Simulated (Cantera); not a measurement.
A closed system holds: 1 mol Si, 26 mol HBr, 0.18 mol N2, at 0.00133 bar.

Method: chemical equilibrium by Gibbs-energy minimisation in Cantera with the NASA 1993 tables (ideal gas, pure condensed phases). Candidate condensed phases: Br2, Si, Si3N4; 28 gas species. The tables' values for SiBr3, SiBr are old estimates; treat these amounts as uncertain. Rates play no part.

x: gas mole fraction; nothing condenses.

```csv
T (°C),x HBr,x Br,x H2,x SiBr4,x SiBr2
752,0.873,0.000510,0.0796,0.0396,2.02e-5
827,0.872,___,0.0799,0.0392,___
902,0.868,0.00496,0.0799,0.0375,0.00124
977,0.863,0.0127,0.0782,0.0317,0.00563
1052,0.850,___,0.0747,___,___
1127,0.819,0.0594,0.0768,0.00810,0.0265
1202,0.766,0.100,0.0899,0.00224,0.0323
1277,0.696,0.150,0.112,0.000532,0.0338
1352,0.614,0.207,0.138,0.000126,0.0335
1427,0.525,0.268,0.166,3.08e-5,0.0326
```

Problem. What belongs in the gaps?

Solution. 
- 1052, x Br: 0.0296
- 1052, x SiBr4: 0.0199
- 1052, x SiBr2: 0.0156
- 827, x Br: 0.00172
- 827, x SiBr2: 0.000186
